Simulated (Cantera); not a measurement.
An isothermal plug-flow reactor at 650 K and 0.210 bar (inlet), inlet velocity 0.077 m/s, active area per volume 320 1/m; feed CO : O₂ : N₂ : H₂O = 0.004 : 0.042 : 0.79 : 0.013 (molar parts).

Cantera simulation using Deutschmann's 1995 Pt surface mechanism with GRI-Mech 3.0 gas chemistry; the numbers are that mechanism's predictions, not measurements. Catalytic surfaces can have several steady states; this one follows from the mechanism file's or the stated starting coverage. Mass transfer to the wall is taken as infinitely fast.

Predict: x(CO) at z = 0.023 m; x(O₂) at z = 0.023 m; x(H₂O) at z = 0.023 m; x(CO₂) at z = 0.023 m; θ(free Pt) at the exit; θ(O*) at the exit; θ(OH*) at the exit.


```json
{
  "x(CO) at z = 0.023 m": "0.000161",
  "x(O₂) at z = 0.023 m": "0.0473",
  "x(H₂O) at z = 0.023 m": "0.0153",
  "x(CO₂) at z = 0.023 m": "0.00456",
  "θ(free Pt) at the exit": "0.00865",
  "θ(O*) at the exit": "0.990",
  "θ(OH*) at the exit": "0.00148"
}
```
